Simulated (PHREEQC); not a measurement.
Make-up at 85 °C and 50 atm: 0.0041 mol KHCO3 and 0.0028 mol Na2HPO4 per kg of water. Closed to the air; pH follows from the charge balance.

Model: ion-association model, phreeqc.dat, run in PHREEQC.

| quantity | before | after |
|---|---|---|
| pH | 8.19 | 7.97 |
| CO3-2 (mol/kgw) | 6.94e-5 | 3.33e-6 |
| NaCO3- (mol/kgw) | 5.38e-5 | 3.57e-7 |
| CO2 (mol/kgw) | 4.80e-5 | 8.80e-6 |

**Question.** What was changed between the two runs?
A. diluted 10-fold with water
B. Na2HPO4 replaced by Na2SiF6 at the same molality
C. 0.0043 mol/kgw HNO3 added
D. temperature from 85 to 35 °C

**Answer.** A, diluted 10-fold with water

Precipitation was switched off in this run. Under pressure, the constants of complexes without a molar volume in the database are unreliable. Away from 25 °C the constants follow the database's enthalpies or fits; those with neither stay at their 25 °C values.
